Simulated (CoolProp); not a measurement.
Saturation properties of nitrous oxide.

The numbers come from the reference Helmholtz-energy equation of state, Lemmon 2006 in CoolProp. It is a short technical equation, of lower accuracy than the large ones.

```tsv
T (K)	p (MPa)	liquid density (kg/m³)	enthalpy of vaporisation (kJ/kg)	vapour Z
187.5	0.1196	1222	371.1	0.9706
191.2	0.1473	1211	366.8	0.9658
194.9	0.1799	1200	362.5	0.9605
198.7	0.2189	1188	358.0	[?]
202.4	0.2629	1177	353.4	0.9483
206.1	0.3134	1165	348.8	0.9415
209.8	0.3710	1154	344.1	0.9342
213.6	0.4382	1141	339.1	0.9261
217.3	0.5120	1129	334.1	0.9176
221	0.5949	1117	[?]	0.9086
224.7	0.6875	1104	323.7	0.8990
228.5	0.7933	1091	318.1	0.8885
232.2	0.9076	1078	312.5	0.8777
235.9	[?]	1065	306.7	0.8663
```

**Question.** Some entries are withheld; supply them.

**Answer.** 
- 198.7, vapour Z: 0.9546
- 221, enthalpy of vaporisation (kJ/kg): 329.0
- 235.9, p (MPa): 1.034

It boils at 184.7 K under 1 atm.
